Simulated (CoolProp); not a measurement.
Vapour-liquid equilibrium of ethylbenzene (1) + o-xylene (2) at 373.9 K; x and y are mole fractions of (1).

Model: multi-fluid Helmholtz-energy mixture model, Zhou 2012 and Zhou 2012; pair parameters Bell 2016, in CoolProp.

Question: Give the bubble pressure and the first vapour's composition at x = 0.2, 0.35, 0.95. Is there an azeotrope?

Answer: x = 0.2: 28.87 kPa, y = 0.247; x = 0.35: 30.18 kPa, y = 0.415; x = 0.95: 34.84 kPa, y = 0.959. No azeotrope shows between x = 0.05 and 0.95.

Pair parameters are fitted to limited data, so mixtures are less certain than the pure fluids.
